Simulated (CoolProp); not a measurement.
Properties of methanol along the isotherm 391.8 K.

Model: reference Helmholtz-energy equation of state, de Reuck 1993, in CoolProp.

```tsv
p (kPa)	phase	density (kg/m³)	cp (kJ/(kg K))	speed of sound (m/s)	expansivity (1/kK)
1870	liquid	691.4	3.372	…	1.801
3730	liquid	694.8	3.355	834.5	…
5600	liquid	698.1	3.338	852.6	1.693
7470	liquid	701.2	3.323	869.8	1.647
9340	liquid	704.2	3.309	886.2	1.604
11200	liquid	707.1	3.296	901.9	1.565
13100	liquid	709.9	3.283	917.2	1.529
14900	liquid	712.5	3.272	931.3	1.497
16800	liquid	715.2	3.261	945.6	…
18700	liquid	717.7	3.251	959.4	1.436
20500	liquid	720.1	3.241	972.1	1.410
```

Problem. Complete the blanks.

Solution. 
- 1870, speed of sound (m/s): 815.6
- 3730, expansivity (1/kK): 1.745
- 16800, expansivity (1/kK): 1.465
